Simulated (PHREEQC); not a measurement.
Solution (48 °C): 0.00096 mol/kgw KOH, 0.0005 mol/kgw CuSO4 and 0.0013 mol/kgw LiOH. Closed to the air; pH follows from the charge balance.

The numbers come from PHREEQC with the ion-association model, wateq4f.dat.

Task: The ionic strength comes out as 0.00275 mol/kgw. What activity coefficients do K+, OH-, LiSO4-, SO4-2, KSO4- get?

Result: K+ 0.94, OH- 0.94, LiSO4- 0.94, SO4-2 0.79, KSO4- 0.94.

This is a speciation only: nothing precipitates in the calculation. Examples of supersaturated solids here: Cu(OH)2, Tenorite (slow to form). Others may be too. Complexes and solids missing from the database can't appear. Away from 25 °C the constants follow the database's enthalpies or fits; those with neither stay at their 25 °C values. The database's constant for dissolved Cu(OH)2 is higher than later reviews accept.
